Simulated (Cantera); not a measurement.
Input: 1 mol c-C4F8, 4.9 mol H2, 0.64 mol HCl, held at 13.3 mbar.

Equilibrium computed with Cantera from the NASA thermochemical tables; the gas is ideal and each condensed phase is pure. Candidate condensed phases: C, C6H6, C7H8, C8H18; 118 gas species. The feed counts by its element totals alone. Equilibrium is a limit: real reactors are often held back by kinetics, nucleation or transport. All values below are at 2175 °C.

Base state: HF 0.809, H2 0.0769, H 0.0478, HCl 0.0449, Cl 0.0198, F 0.000915, C2H2 (acetylene) 0.000665, C2H 2.65e-5 (mole fractions); condensed: C(graphite).

Problem. What changes in the equilibrium state with this change: pressure from 13.3 mbar to 1.00 bar?

Solution. 
```
species             before    after
----------------  --------  -------
HF                   0.809    0.835
H2                  0.0769   0.0916
HCl                 0.0449   0.0638
H                   0.0478  0.00603
Cl                  0.0198  0.00298
C3                 1.63e-5  2.17e-7
F                 0.000915  9.99e-5
C(graphite), mol      3.99     3.98
```
